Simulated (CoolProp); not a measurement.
50 sccm (0 °C, 1 atm) of nitrogen bubbles through liquid R123 at 279.1 K and leaves saturated at a total pressure of 0.15 MPa (ideal gas phase). Each further row changes one setting.

Model: reference Helmholtz-energy equation of state, Younglove 1994, in CoolProp. It is a modified Benedict-Webb-Rubin equation, recast in Helmholtz form.

| case | vapour pressure (kPa) | mole fraction of vapour | delivery (mg/min) | delivery (sccm) | change of delivery for a bath 1 K warmer (%) |
|---|---|---|---|---|---|
| as stated | 42.5 | 0.284 | (withheld) | 19.8 | 6.3 |
| bath temperature 284.1 K | (withheld) | (withheld) | (withheld) | (withheld) | 6.7 |
| total pressure 0.3 MPa | 42.5 | (withheld) | (withheld) | 8.26 | 5.2 |

### Question
What belongs in the gaps?

### Answer

- as stated, delivery (mg/min): 135
- bath temperature 284.1 K, vapour pressure (kPa): 52.6
- bath temperature 284.1 K, mole fraction of vapour: 0.351
- bath temperature 284.1 K, delivery (mg/min): 184
- bath temperature 284.1 K, delivery (sccm): 27.0
- total pressure 0.3 MPa, mole fraction of vapour: 0.142
- total pressure 0.3 MPa, delivery (mg/min): 56.4
